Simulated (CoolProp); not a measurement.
Properties of 1,2-dichloroethane along the isotherm 500 K (Tc = 561.6 K, pc = 5.226 MPa, ω = 0.269).

Values from CoolProp's reference Helmholtz-energy equation of state, Thol 2015.

```csv
p (MPa),phase,Z,cp (kJ/(kg K)),isothermal compressibility (1/MPa)
1.63,gas,0.8142,1.199,0.7844
3.27,liquid,0.08883,1.698,0.009534
4.9,liquid,0.1312,1.654,0.008093
6.53,liquid,0.1727,1.621,0.007068
8.17,liquid,0.2138,1.595,0.006291
9.8,liquid,0.2539,1.575,0.005685
11.4,liquid,0.2928,1.558,0.005205
13.1,liquid,0.3336,1.542,0.004783
14.7,liquid,0.3716,1.530,0.004449
16.3,liquid,0.4093,1.519,0.004163
18,liquid,0.4489,1.508,0.003899
19.6,liquid,0.4858,1.500,0.003683
21.2,liquid,0.5225,1.492,0.003491
22.9,liquid,0.5611,1.485,0.003309
24.5,liquid,0.5972,1.478,0.003156
26.1,liquid,0.6331,1.472,0.003017
```
